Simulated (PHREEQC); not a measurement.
Dissolve 0.003 mol HF, 0.00057 mol H2SiF6, 3.1e-05 mol HBF4 and 0.00033 mol HCl per kg of water at 25 °C. Closed to the air; pH follows from the charge balance.

Computed with PHREEQC (ion-association model, wateq4f.dat).

No solid was allowed to form.

Question: Order these F species by the share of F that they hold, largest first: SiF6-2, H2F2, F-, HF, BF4-.

Answer: SiF6-2 (47 %), HF (38 %), F- (13 %), BF4- (0.74 %), H2F2 (0.50 %)

The pH is 2.68 and the ionic strength 0.00274 mol/kgw. SiF6-2 is the database's only silicon fluoride. Real BF4- forms and hydrolyses slowly; the run takes it at equilibrium.
